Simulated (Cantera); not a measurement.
A closed system holds: 1 mol Si, a varied amount of HBr, equilibrated at 44.0 Pa.

Cantera equilibrium calculation (NASA polynomials, part measured and part estimated; ideal gas, pure solids and liquids). Candidate condensed phases: Br₂, Si; 19 gas species. The tables' values for SiBr₃ are old estimates. Kinetics and transport are ignored.

Q: What condenses at these points (T in K, n(HBr) in mol): (823, 2.6); (1323, 2.1); (1523, 4.9); (1423, 3.2); (923, 17)?

A: 
```csv
T (K),n(HBr) in mol,condensed phases,Si condensed (%)
823,2.6,Si,36.2
1323,2.1,Si,23.9
1523,4.9,gas only,0.0
1423,3.2,gas only,0.0
923,17,gas only,0.0
```
